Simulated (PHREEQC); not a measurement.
**Leach liquor: speciation**

Consider water at 48 °C with 0.0014 mol HCl, 0.00015 mol CuSO4 and 8.6e-05 mol MgSO4 per kg of water. Closed to the air; pH follows from the charge balance.

Computed with PHREEQC (ion-association model, wateq4f.dat).

This is a speciation only: nothing precipitates in the calculation.

### Question
Estimate the pH.

### Answer
pH 2.89.

### Question
In which forms is Cu present?

### Answer
Cu+2 96 %, CuSO4 2.9 %, CuCl+ 0.8 % of the Cu.

Away from 25 °C the constants follow the database's enthalpies or fits; those with neither stay at their 25 °C values.
